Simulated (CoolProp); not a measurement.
Vapour-liquid equilibrium of toluene (1) + n-octane (2) at 244.15 °C; x and y are mole fractions of (1).

Values from CoolProp's multi-fluid Helmholtz-energy mixture model, Lemmon 2006 and Beckmüller 2019; pair parameters Bell 2016.

```
x      bubble pressure, mixture model (bar)  bubble pressure, Raoult's law (bar)  y, mixture model  y, Raoult's law
-----  ------------------------------------  -----------------------------------  ----------------  ---------------
0.05                                  12.02                                11.93             0.063            0.064
0.125                                 12.43                                12.20             0.154            0.157
0.2                                   12.81                                12.47             0.240            0.246
0.275                                 13.18                                12.73             0.321            0.331
0.35                                  13.52                                13.00             0.398            0.413
0.425                                 13.84                                13.27             0.473            0.491
0.5                                   14.13                                13.54             0.544            0.566
0.575                                 14.39                                13.81             0.614            0.639
0.65                                  14.63                                14.08             0.682            0.708
0.725                                 14.84                                14.35             0.749            0.775
0.8                                   15.02                                14.62             0.816            0.839
0.875                                 15.17                                14.89             0.884            0.901
0.95                                  15.28                                15.16             0.953            0.961
```

The largest gap from Raoult's law is +4.4 % in bubble pressure, at x = 0.5. No azeotrope shows between x = 0.05 and 0.95.

The pair parameters rest on a limited set of measurements; away from them the model extrapolates.
